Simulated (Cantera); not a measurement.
A Cantera script and what it prints.

```python
import numpy as np
import cantera as ct

gas_names = """
    Fe FeO Fe(OH)2 H HNO HNO2 HNO3 HO2 H2 H2O H2O2 N NH NH2 NH3 NH2OH NO NO2 NO3 N2 N2H2 N2H4 N2O O OH
    O2 O3
""".split()
cond_names = """
    Fe(a) Fe(c) Fe(d) Fe(L) FeO(s) FeO(L) Fe(OH)2(s) Fe(OH)3(s) Fe2O3(s) Fe3O4(s) H2O(s) H2O(L)
""".split()


def load(file, names, dense=False):
    # The tables refer to 1 bar. Condensed volumes are neglected.
    table = {s.name: s for s in ct.Species.list_from_file(file)}
    out = []
    for n in names:
        d = dict(table[n].input_data)
        d["thermo"] = dict(d["thermo"], **{"reference-pressure": 1e5})
        if dense:
            d["equation-of-state"] = {"model": "constant-volume", "density": "1e6 g/cm^3"}
        out.append(ct.Species.from_dict(d))
    return out


gas = ct.Solution(thermo="ideal-gas", species=load("nasa_gas.yaml", gas_names))
cond = {s.name: ct.Solution(thermo="fixed-stoichiometry", species=[s], name=s.name)
        for s in load("nasa_condensed.yaml", cond_names, dense=True)}
atoms = {
    'Fe3O4': {'Fe': 3, 'O': 4},
    'H2': {'H': 2},
    'N2': {'N': 2},
}
top_T = {'Fe2O3(s)': 1830, 'Fe3O4(s)': 1870}  # K; cautious upper limits of use, not melting points


def equilibrate(T, P, feed):
    n = {}
    for name, mol in feed.items():
        for a, k in atoms[name].items():
            n[a] = n.get(a, 0.0) + k * mol
    gas.TPX = T, P, n
    mass = sum(n.values()) * gas.mean_molecular_weight
    gas.equilibrate("TP")
    valid = [c for c in cond.values() if c.min_temp <= T <= top_T.get(c.name, c.max_temp)]
    mix = ct.Mixture([(gas, mass / gas.mean_molecular_weight)] + [(c, 0.0) for c in valid])
    mix.T, mix.P = T, P
    mix.equilibrate("TP", solver="vcs", rtol=1e-11, max_steps=5000)
    return mix


results = []
T = 1075  # K
P = 110000  # Pa
for m in [8.3, 11, 15, 21, 28, 39, 53, 72]:
    feed = {'Fe3O4': 1, 'H2': 1.3, 'N2': m}  # mol
    mix = equilibrate(T, P, feed)
    results.append((T, P, feed, dict(zip(mix.species_names, mix.species_moles))))

top = {s: max(r[3][s] / sum(r[3][g] for g in gas_names) for r in results) for s in gas_names}
cols = sorted((s for s in top if top[s] > 0.001), key=lambda s: -top[s])[:7]
seen = [c for c in cond_names if any(r[3].get(c, 0) > 1e-12 for r in results)]
print("log10 of partial pressures in bar; condensed amounts in mol")
print(f"{'n(N2)':>10s}" + "".join(f"{s[:9]:>10s}" for s in cols + seen))
for T, P, feed, n in results:
    ng = sum(n[g] for g in gas_names)
    print(f"{feed['N2']:10.4g}" + "".join(f"{np.log10(max(n[s] / ng * P / 1e5, 1e-99)):10.3f}" for s in cols)
          + "".join(f"{n.get(c, 0):10.4g}" for c in seen))
```

Output:

```
log10 of partial pressures in bar; condensed amounts in mol
     n(N2)        N2       H2O        H2    FeO(s)
       8.3    -0.022    -0.941    -1.464         3
        11    -0.007    -1.049    -1.571         3
        15     0.005    -1.171    -1.694         3
        21     0.015    -1.307    -1.830         3
        28     0.022    -1.425    -1.948         3
        39     0.027    -1.564    -2.087         3
        53     0.031    -1.693    -2.216         3
        72     0.034    -1.824    -2.347         3
```

Equilibrium computed with Cantera from the NASA thermochemical tables; the gas is ideal and each condensed phase is pure. The tables' stoichiometric FeO is somewhat more stable than real wüstite, so its field is too wide. FeO: taken at fixed stoichiometry.
